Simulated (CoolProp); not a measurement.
Vapour-liquid equilibrium of n-butane (1) + cyclohexane (2) at 26.85 °C; x and y are mole fractions of (1).

The numbers come from the multi-fluid Helmholtz-energy mixture model, Bücker 2006 and Zhou 2014; pair parameters Bell 2016 in CoolProp.

```csv
x,"bubble pressure, mixture model (bar)","bubble pressure, Raoult's law (bar)","y, mixture model","y, Raoult's law"
0.05,[?],0.2632,0.412,0.489
0.125,0.3822,0.4457,[?],0.722
0.2,0.5551,0.6283,[?],0.820
0.275,0.7421,0.8109,0.862,0.874
0.35,0.9375,0.9935,[?],0.907
0.425,1.136,1.176,[?],0.931
0.5,1.333,1.359,0.947,0.948
0.575,1.527,1.541,0.960,0.961
0.65,1.715,1.724,0.970,0.971
0.725,[?],1.906,0.978,0.980
0.8,[?],2.089,0.985,0.986
0.875,2.262,2.272,0.991,0.992
0.95,2.447,2.454,0.997,0.997
```

**Question.** Some entries are withheld; supply them.

**Answer.** 
- 0.05, bubble pressure, mixture model (bar): 0.2295
- 0.125, y, mixture model: 0.674
- 0.2, y, mixture model: 0.795
- 0.35, y, mixture model: 0.902
- 0.425, y, mixture model: 0.928
- 0.725, bubble pressure, mixture model (bar): 1.899
- 0.8, bubble pressure, mixture model (bar): 2.080

The largest gap from Raoult's law is -14.2 % in bubble pressure, at x = 0.125. No azeotrope shows between x = 0.05 and 0.95.

Pair parameters are fitted to limited data, so mixtures are less certain than the pure fluids.
